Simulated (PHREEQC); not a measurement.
Solution (25 °C): 0.038 mol ZnBr2 and 0.003 mol LiF per kg of water. Closed to the air; pH follows from the charge balance.

Equilibrium calculation in PHREEQC: ion-association model, wateq4f.dat.

No solid was allowed to form.

Order these F species by the share of F that they hold, largest first: ZnF+, HF, F-.

F- (83 %), ZnF+ (16 %), HF (0.21 %)

The pH is 5.65 and the ionic strength 0.115 mol/kgw.
